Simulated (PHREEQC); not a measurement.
A made-up water analysis in mg/kgw, 25 °C, pH 7.2, pe 0.6: Na 2.17; K 0.0422; Ca 0.931; Mg 0.148; Cl 0.572; S(6) as SO4 4.51; Alkalinity as HCO3 2.41; N(-3) as NH4 0.00399.

Valence states are taken as typed.

Model: ion-association model, phreeqc.dat, run in PHREEQC.

Precipitation was switched off in this run.

### Question
Estimate the charge-balance error.

### Answer
charge-balance error 1.6 %.

### Question
In which forms is C present?

### Answer
HCO3- 88 %, CO2 12 % of the C.
